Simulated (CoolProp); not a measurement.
Properties of R124 along the isobar 660 kPa (Tc = 122.3 °C, pc = 3624 kPa, ω = 0.288).

Values from CoolProp's reference Helmholtz-energy equation of state, de Vries 1995.

```
T (°C)   phase  density (kg/m³)  cp (kJ/(kg K))  Joule-Thomson coefficient (K/MPa)  Prandtl number  fugacity coefficient
------  ------  ---------------  --------------  ---------------------------------  --------------  --------------------
22.95   liquid             1364           1.128                            -0.1638            4.09                0.4994
42.25   liquid             1293           1.181                           -0.03148            3.70                0.8322
61.55      gas            36.98          0.8650                              18.32           0.774                0.8891
80.85      gas            34.00          0.8645                              14.64           0.742                0.9088
100.25     gas            31.59          0.8750                              12.08           0.722                0.9241
119.55     gas            29.58          0.8902                              10.18           0.708                0.9362
138.85     gas            27.87          0.9078                              8.707           0.696                0.9460
158.15     gas            26.38          0.9269                              7.526           0.686                0.9539
177.55     gas            25.06          0.9470                              6.559           0.677                0.9605
196.85     gas            23.88          0.9677                              5.764           0.670                0.9659
```

Viscosity comes from a separate model (Bell 2016), an estimate that may be off by 10 % or more. Thermal conductivity comes from a separate model (Huber 2003), an estimate that may be off by 10 % or more.
